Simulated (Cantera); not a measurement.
A perfectly stirred reactor is fed with 0.666 % H₂, 99.3 % O₂, equivalence ratio 0.0034, at 1330 Pa; it is held at 925 K, and followed from long to short residence time.

Detailed kinetics in Cantera: GRI-Mech 3.0 (53 species, 325 reactions). Radical loss at walls, strong at low pressure, is not modelled. Below about 950 K walls govern HO2 and H2O2 in real vessels.

x: mole fraction; the columns are a selection and need not sum to one.

```csv
τ (s),x H₂,x O₂,x H₂O₂,x OH,x HO₂,x H₂O,x O
0.37,0.000428,0.993,4.43e-8,0.000148,2.01e-6,0.00614,?
0.17,0.000651,0.992,5.77e-8,0.000205,2.57e-6,0.00587,?
0.083,0.000964,0.992,7.24e-8,0.000272,3.12e-6,0.00548,?
0.039,0.00147,0.991,8.94e-8,0.000352,3.66e-6,0.00488,?
0.019,0.00221,0.991,1.04e-7,0.000422,4.04e-6,0.00405,?
0.0088,0.00341,0.991,1.06e-7,0.000444,4.16e-6,0.00283,?
0.0041,0.00510,0.992,6.41e-8,0.000321,3.68e-6,0.00130,?
```

Some entries are withheld; supply them.


- 0.37, x O: 0.000681
- 0.17, x O: 0.000949
- 0.083, x O: 0.00123
- 0.039, x O: 0.00152
- 0.019, x O: 0.00166
- 0.0088, x O: 0.00150
- 0.0041, x O: 0.000868
